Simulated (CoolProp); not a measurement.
C3F8 (R218) at several states: Z from the reference equation and from simpler models built on Tc = 71.9 °C, pc = 2.640 MPa, ω = 0.317; each cubic takes its own stable root.

Values from CoolProp's reference Helmholtz-energy equation of state, Lemmon 2006. It is a short technical equation, of lower accuracy than the large ones.

```csv
T (°C),p (MPa),phase,reference,Redlich-Kwong,Soave-Redlich-Kwong,Peng-Robinson
-131.65,2.29,liquid,(withheld),0.2060,0.2024,(withheld)
-139.45,0.112,liquid,(withheld),0.01058,(withheld),0.009284
147.15,0.285,gas,0.9826,0.9794,0.9824,0.9792
-97.95,0.112,liquid,0.007883,0.008621,(withheld),0.007450
```

Task: Complete the blanks.

Result: 
- -131.65, reference: 0.1872
- -131.65, Peng-Robinson: 0.1806
- -139.45, reference: 0.009570
- -139.45, Soave-Redlich-Kwong: 0.01041
- -97.95, Soave-Redlich-Kwong: 0.008379
